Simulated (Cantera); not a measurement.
## Adiabatic ignition

An adiabatic, constant-volume homogeneous reactor starts with 11.0 % CO, 10.4 % H2, 7.14 % O2, 71.4 % N2, equivalence ratio 1.5, at 1550 K and 100000 Pa.

Cantera simulation using GRI-Mech 3.0 (53 species, 325 reactions); the numbers are that mechanism's predictions, not measurements.

```json
[
 {"t (s)": "9.00e-6", "T (K)": "1550", "P (bar)": "1.00", "x CO": "0.110", "x H2": "0.104", "x O2": "0.0714", "x NO": "<1e-12", "x O": "4.23e-6", "x H2O2": "1.38e-8"},
 {"t (s)": "2.07e-5", "T (K)": "1564", "P (bar)": "1.01", "x CO": "0.109", "x H2": "0.0864", "x O2": "0.0630", "x NO": "2.10e-8", "x O": "0.00209", "x H2O2": "2.65e-7"},
 {"t (s)": "4.77e-5", "T (K)": "1905", "P (bar)": "1.21", "x CO": "0.0751", "x H2": "0.0229", "x O2": "0.0148", "x NO": "2.77e-5", "x O": "0.0138", "x H2O2": "2.88e-7"},
 {"t (s)": "0.000110", "T (K)": "2225", "P (bar)": "1.38", "x CO": "0.0735", "x H2": "0.0228", "x O2": "0.0105", "x NO": "9.83e-5", "x O": "0.00836", "x H2O2": "1.14e-7"},
 {"t (s)": "0.000253", "T (K)": "2482", "P (bar)": "1.52", "x CO": "0.0707", "x H2": "0.0201", "x O2": "0.00626", "x NO": "0.000268", "x O": "0.00383", "x H2O2": "6.85e-8"},
 {"t (s)": "0.000583", "T (K)": "2626", "P (bar)": "1.59", "x CO": "0.0673", "x H2": "0.0179", "x O2": "0.00325", "x NO": "0.000679", "x O": "0.00165", "x H2O2": "5.78e-8"},
 {"t (s)": "0.00134", "T (K)": "2658", "P (bar)": "1.61", "x CO": "0.0666", "x H2": "0.0175", "x O2": "0.00240", "x NO": "0.00136", "x O": "0.00118", "x H2O2": "5.31e-8"},
 {"t (s)": "0.00309", "T (K)": "2654", "P (bar)": "1.61", "x CO": "0.0668", "x H2": "0.0177", "x O2": "0.00224", "x NO": "0.00226", "x O": "0.00111", "x H2O2": "5.08e-8"},
 {"t (s)": "0.00711", "T (K)": "2651", "P (bar)": "1.60", "x CO": "0.0670", "x H2": "0.0178", "x O2": "0.00215", "x NO": "0.00285", "x O": "0.00107", "x H2O2": "4.94e-8"},
 {"t (s)": "0.0164", "T (K)": "2650", "P (bar)": "1.60", "x CO": "0.0671", "x H2": "0.0179", "x O2": "0.00214", "x NO": "0.00293", "x O": "0.00107", "x H2O2": "4.92e-8"},
 {"t (s)": "0.0377", "T (K)": "2650", "P (bar)": "1.60", "x CO": "0.0671", "x H2": "0.0179", "x O2": "0.00214", "x NO": "0.00293", "x O": "0.00107", "x H2O2": "4.92e-8"},
 {"t (s)": "0.0869", "T (K)": "2650", "P (bar)": "1.60", "x CO": "0.0671", "x H2": "0.0179", "x O2": "0.00214", "x NO": "0.00293", "x O": "0.00107", "x H2O2": "4.92e-8"},
 {"t (s)": "0.200", "T (K)": "2650", "P (bar)": "1.60", "x CO": "0.0671", "x H2": "0.0179", "x O2": "0.00214", "x NO": "0.00293", "x O": "0.00107", "x H2O2": "4.92e-8"}
]
```
x: mole fraction; the columns are a selection and need not sum to one.

- time of steepest temperature rise: 25.3 µs
- temperature at 0.200 s: 2650 K
- equilibrium temperature: 2650 K
- x(CO) at 0.200 s: 0.0671 (gas-phase equilibrium 0.0671)
- x(H2) at 0.200 s: 0.0179 (gas-phase equilibrium 0.0179)
- x(O2) at 0.200 s: 0.00214 (gas-phase equilibrium 0.00214)
